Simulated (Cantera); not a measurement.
A Cantera script and its output.

```python
import numpy as np
import cantera as ct

gas = ct.Solution("h2o2.yaml")
gas.TPX = 1098, 200000, {'H2': 1, 'O2': 1.61, 'N2': 6.06}
reactor = ct.IdealGasReactor(gas, energy="on", clone=False)
net = ct.ReactorNet([reactor])
net.rtol, net.atol = 1e-08, 1e-16
show = ['H2', 'O2', 'OH', 'H2O2', 'O', 'H', 'HO2']
times = np.geomspace(9e-06, 0.8, 14)

steps = ct.SolutionArray(gas, extra=["t"])
rows = []
print(f"{'t/s':>10s}{'T/K':>9s}{'P/Pa':>11s}" + "".join(f"{s:>11s}" for s in show))
for t in times:
    while net.time < t:
        t_next = net.step()
        steps.append(gas.state, t=t_next)
    rows.append([np.interp(t, steps.t, y) for y in (steps.T, steps.P, *steps(*show).X.T)])
    print(f"{t:10.3e}{rows[-1][0]:9.1f}{rows[-1][1]:11.4g}" + "".join(f"{x:11.3e}" for x in rows[-1][2:]))
rate = np.gradient(steps.T, steps.t)
print("integrator steps:", len(steps.t))
if steps.T.max() > steps.T[0] + 200:
    print(f"time of steepest temperature rise: {steps.t[rate.argmax()]:.4e} s")
gas.TPX = 1098, 200000, {'H2': 1, 'O2': 1.61, 'N2': 6.06}
gas.equilibrate("UV")
print(f"equilibrium (UV): T = {gas.T:.1f} K  " + "  ".join(f"{s} {gas[s].X[0]:.3e}" for s in show))
```

Output:

```
       t/s      T/K       P/Pa         H2         O2         OH       H2O2          O          H        HO2
 9.000e-06   1098.0      2e+05  1.153e-01  1.857e-01  8.676e-10  1.767e-11  1.975e-09  5.704e-09  1.062e-08
 2.162e-05   1098.0      2e+05  1.153e-01  1.857e-01  1.476e-08  4.298e-10  3.396e-08  9.468e-08  1.794e-07
 5.195e-05   1099.5  2.002e+05  1.150e-01  1.855e-01  1.356e-05  1.135e-06  2.320e-05  6.672e-05  8.526e-05
 1.248e-04   2115.5  3.636e+05  2.544e-04  1.346e-01  3.681e-03  2.574e-07  6.599e-04  6.232e-05  5.903e-06
 2.999e-04   2125.5  3.652e+05  1.223e-04  1.350e-01  2.607e-03  2.332e-07  3.212e-04  2.128e-05  4.981e-06
 7.205e-04   2125.5  3.652e+05  1.221e-04  1.350e-01  2.604e-03  2.332e-07  3.205e-04  2.122e-05  4.980e-06
 1.731e-03   2125.5  3.652e+05  1.221e-04  1.350e-01  2.604e-03  2.332e-07  3.205e-04  2.122e-05  4.980e-06
 4.159e-03   2125.5  3.652e+05  1.221e-04  1.350e-01  2.604e-03  2.332e-07  3.205e-04  2.122e-05  4.980e-06
 9.993e-03   2125.5  3.652e+05  1.221e-04  1.350e-01  2.604e-03  2.332e-07  3.205e-04  2.122e-05  4.980e-06
 2.401e-02   2125.5  3.652e+05  1.221e-04  1.350e-01  2.604e-03  2.332e-07  3.205e-04  2.122e-05  4.980e-06
 5.768e-02   2125.5  3.652e+05  1.221e-04  1.350e-01  2.604e-03  2.332e-07  3.205e-04  2.122e-05  4.980e-06
 1.386e-01   2125.5  3.652e+05  1.221e-04  1.350e-01  2.604e-03  2.332e-07  3.205e-04  2.122e-05  4.980e-06
 3.330e-01   2125.5  3.652e+05  1.221e-04  1.350e-01  2.604e-03  2.332e-07  3.205e-04  2.122e-05  4.980e-06
 8.000e-01   2125.5  3.652e+05  1.221e-04  1.350e-01  2.604e-03  2.332e-07  3.205e-04  2.122e-05  4.980e-06
integrator steps: 1101
time of steepest temperature rise: 7.0148e-05 s
equilibrium (UV): T = 2125.5 K  H2 1.221e-04  O2 1.350e-01  OH 2.604e-03  H2O2 2.332e-07  O 3.205e-04  H 2.122e-05  HO2 4.980e-06
```

Cantera simulation using the H2/O2 subset of GRI-Mech 3.0, which has no nitrogen chemistry; the numbers are that mechanism's predictions, not measurements.
